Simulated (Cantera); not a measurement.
Mixture: 5.62 % CO, 2.25 % H₂, 2.47 % CH₄, 18.9 % O₂, 70.8 % N₂, equivalence ratio 0.47, at 11300 Torr, adiabatic and at constant volume. Ignition delay is the time to a rise of 400 K.

Detailed kinetics in Cantera: GRI-Mech 3.0 (53 species, 325 reactions). The pressure lies above the range GRI-Mech 3.0 was tuned for (to about 10 atm).

**Question.** Predict: delay at 1225 K; delay at 1300 K; delay at 1375 K; delay at 1450 K; delay at 1525 K; delay at 1600 K; delay at 1675 K; apparent activation energy between 1525 and 1675 K.

**Answer.** 
```
Item                                                     Value
--------------------------------------------------  ----------
delay at 1225 K                                       0.134 ms
delay at 1300 K                                        56.8 µs
delay at 1375 K                                        28.7 µs
delay at 1450 K                                        16.3 µs
delay at 1525 K                                        10.0 µs
delay at 1600 K                                        6.60 µs
delay at 1675 K                                        4.56 µs
apparent activation energy between 1525 and 1675 K  110 kJ/mol
```
